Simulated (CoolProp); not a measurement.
A simple Rankine cycle with n-perfluoropentane: condensing at 322.15 K, boiler at 0.898 MPa, turbine inlet 382 K, turbine efficiency 0.65, pump efficiency 0.6, no recuperator. Each further row changes one setting.

Model: reference Helmholtz-energy equation of state, Gao 2022, in CoolProp.

| case | thermal efficiency (%) | net work (kJ/kg) | heat in (kJ/kg) | turbine exit temperature (K) | volume ratio over the turbine |
|---|---|---|---|---|---|
| as stated | 6.4 | 8.21 | 128 | 362.3 | 5.59 |
| turbine inlet 402 K | 6.1 | 9.06 | 149 | 383.9 | 5.23 |
| condensing temperature 314.15 K | 7.2 | 9.81 | 137 | 359.9 | 7.30 |
| boiler pressure 0.629 MPa | 5.1 | 6.78 | 133 | 368.8 | 3.50 |
| turbine efficiency 0.55 | 5.3 | 6.83 | 128 | 363.8 | 5.62 |
